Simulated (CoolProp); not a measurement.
Vapour-liquid equilibrium of CH2F2 (R32) (1) + R143a (2) at 169.8 K; x and y are mole fractions of (1).

Computed with CoolProp (multi-fluid Helmholtz-energy mixture model, Tillner-Roth 1997 and Lemmon and Jacobsen 2000; pair parameters Bell 2016).

```tsv
x	bubble pressure (MPa)	y at the bubble point	dew pressure at overall composition x (MPa)	liquid density (mol/L)
0.05	0.002592	0.096	0.002529	15.92
0.125	0.002754	0.211	0.002632	16.44
0.2	0.002882	0.301	0.002739	17.00
0.275	0.002981	0.375	0.002845	17.59
0.35	0.003054	0.437	0.002949	18.21
0.425	0.003107	0.491	0.003041	18.88
0.5	0.003141	0.541	0.003114	19.60
0.575	0.003159	0.589	0.003155	20.36
0.65	0.003159	0.638	0.003157	21.18
0.725	0.003141	0.690	0.003119	22.06
0.8	0.003100	0.749	0.003051	23.00
0.875	0.003028	0.821	0.002964	24.02
0.95	0.002912	0.916	0.002867	25.12
```

y crosses x between x = 0.575 and 0.65: the model has an azeotrope there.

The pair parameters rest on a limited set of measurements; away from them the model extrapolates.
